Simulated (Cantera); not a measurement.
## Diamond growth

A diamond (100) surface in a fixed gas of H2 with x(CH4) = 0.0035, x(CH3) = 4.7e-05, at 1200 K, 0.0622 atm; coverages are run to steady state.

Model: the Harris–Goodwin 1993 mechanism for the reconstructed diamond (100) surface, integrated in Cantera.

```csv
x(H),growth (µm/h),θ c6HH,θ c6H*,θ c6*H,θ c6**,θ c6HM
0.0001,0.0468,0.618,0.0272,0.348,0.00504,0.000559
0.00022,0.112,0.538,0.0326,0.417,0.0104,0.000729
0.0005,0.232,0.487,0.0358,0.458,0.0173,0.000867
0.0011,0.421,0.461,0.0373,0.477,0.0232,0.000928
0.0025,0.748,0.447,0.0380,0.486,0.0272,0.000889
0.0057,1.25,0.441,0.0383,0.490,0.0294,0.000739
0.013,1.88,0.439,0.0386,0.491,0.0305,0.000518
0.028,2.42,0.438,0.0388,0.492,0.0310,0.000318
0.064,2.84,0.437,0.0394,0.492,0.0314,0.000165
```
θ: site fractions in the mechanism's names (c6HH fully hydrogenated, c6H* and c6*H radical sites, c6** diradical, c6HM methylated).
